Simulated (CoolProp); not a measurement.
Vapour-liquid equilibrium of R125 (1) + fluoroethane (R161) (2) at 250.9 K; x and y are mole fractions of (1).

Values from CoolProp's multi-fluid Helmholtz-energy mixture model, Lemmon 2005 and Wu 2012; pair parameters Bell 2016.

| x | bubble pressure (MPa) | y at the bubble point | dew pressure at overall composition x (MPa) | liquid density (mol/L) |
|---|---|---|---|---|
| 0.05 | 0.1992 | 0.070 | 0.1979 | 16.26 |
| 0.15 | 0.2098 | 0.213 | 0.2048 | 15.71 |
| 0.25 | 0.2227 | 0.349 | 0.2131 | 15.17 |
| 0.35 | 0.2368 | 0.472 | 0.2228 | 14.65 |
| 0.45 | 0.2511 | 0.578 | 0.2341 | 14.15 |
| 0.55 | 0.2648 | 0.669 | 0.2472 | 13.67 |
| 0.65 | 0.2774 | 0.748 | 0.2619 | 13.21 |
| 0.75 | 0.2886 | 0.820 | 0.2776 | 12.78 |
| 0.85 | 0.2983 | 0.889 | 0.2930 | 12.36 |
| 0.95 | 0.3065 | 0.961 | 0.3054 | 11.98 |

No azeotrope shows between x = 0.05 and 0.95.

The pair parameters rest on a limited set of measurements; away from them the model extrapolates. The gap from Raoult's law changes sign with composition, which may be real or a fault of the pair parameters; it wasn't checked against measurements.
